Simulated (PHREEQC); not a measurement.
Make-up at 25 °C: 0.0011 mol HF, 0.00049 mol NaF and 0.00039 mol HCl per kg of water. Closed to the air; pH follows from the charge balance.

Equilibrium calculation in PHREEQC: ion-association model, wateq4f.dat.

Each row changes one thing in this solution. This is a speciation only: nothing precipitates in the calculation.

| case | pH | ionic strength (mol/kgw) | F- (mol/kgw) | HF (mol/kgw) | HF2- (mol/kgw) | H2F2 (mol/kgw) | SI of Halite (NaCl) |
|---|---|---|---|---|---|---|---|
| as made | 3.17 | 0.00119 | 0.000800 | 0.000782 | 2.40e-6 | 1.59e-6 | -8.33 |
| HF from 0.0011 to 0.00011 mol/kgw | … | 0.000805 | 0.000415 | 0.000184 | 2.93e-7 | 8.84e-8 | -8.33 |
| HCl from 0.00039 to 7.8e-05 mol/kgw | … | 0.00100 | 0.000922 | 0.000661 | 2.34e-6 | 1.14e-6 | -9.03 |
| 0.00036 mol/kgw FeCl2 added | 3.17 | 0.00228 | 0.000805 | 0.000774 | 2.39e-6 | 1.56e-6 | -7.89 |
| temperature from 25 to 10 °C | 3.13 | 0.00126 | 0.000867 | 0.000714 | 2.05e-6 | 2.24e-6 | -8.30 |

Q: Fill in the missing entries.

A: 
- HF from 0.0011 to 0.00011 mol/kgw, pH: 3.52
- HCl from 0.00039 to 7.8e-05 mol/kgw, pH: 3.31

Complexes and solids missing from the database can't appear. Constants without temperature data keep their 25 °C values here. Fluoro complexes past AlF4- and FeF3 are missing from the database.
